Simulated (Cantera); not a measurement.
## Adiabatic ignition

An adiabatic, constant-volume homogeneous reactor starts with CH4 : O2 : N2 : CO2 : H2 = 1 : 5.71 : 21.5 : 5 : 1.6 (molar parts), equivalence ratio 0.49, at 1575 K and 5.00 bar.

Detailed kinetics in Cantera: GRI-Mech 3.0 (53 species, 325 reactions).

```csv
t (s),T (K),P (bar),x CH4,x O2,x CO2,x N2O,x NO,x CH2
2.00e-6,1575,5.00,0.0287,0.164,0.144,2.10e-11,<1e-12,4.93e-11
4.31e-6,1575,5.00,0.0286,0.164,0.144,2.10e-10,1.56e-12,4.35e-9
9.28e-6,1615,5.13,0.0243,0.159,0.144,9.57e-9,2.20e-9,3.04e-6
2.00e-5,2333,7.37,<1e-12,0.0921,0.151,2.05e-6,2.22e-5,<1e-12
4.31e-5,2478,7.75,<1e-12,0.0875,0.165,1.84e-6,8.31e-5,<1e-12
9.28e-5,2502,7.82,<1e-12,0.0866,0.167,1.68e-6,0.000201,<1e-12
0.000200,2502,7.81,<1e-12,0.0865,0.168,1.67e-6,0.000450,<1e-12
0.000431,2501,7.81,<1e-12,0.0862,0.168,1.67e-6,0.000973,<1e-12
0.000928,2499,7.80,<1e-12,0.0857,0.168,1.66e-6,0.00204,<1e-12
0.00200,2495,7.79,<1e-12,0.0846,0.168,1.66e-6,0.00406,<1e-12
0.00431,2489,7.77,<1e-12,0.0830,0.168,1.66e-6,0.00725,<1e-12
0.00928,2483,7.75,<1e-12,0.0814,0.168,1.67e-6,0.0106,<1e-12
0.0200,2480,7.74,<1e-12,0.0806,0.168,1.68e-6,0.0121,<1e-12
0.0431,2480,7.74,<1e-12,0.0805,0.168,1.68e-6,0.0123,<1e-12
0.0928,2480,7.74,<1e-12,0.0805,0.168,1.68e-6,0.0123,<1e-12
0.200,2480,7.74,<1e-12,0.0805,0.168,1.68e-6,0.0123,<1e-12
```
x: mole fraction; the columns are a selection and need not sum to one.

```yaml
time_of_steepest_temperature_rise: 13.0 µs
temperature at 0.200 s: 2480 K
equilibrium_temperature: 2480 K
x(CH4) at 0.200 s: <1e-12 (gas-phase equilibrium <1e-12)
x(O2) at 0.200 s: 0.0805 (gas-phase equilibrium 0.0805)
x(CO2) at 0.200 s: 0.168 (gas-phase equilibrium 0.168)
```
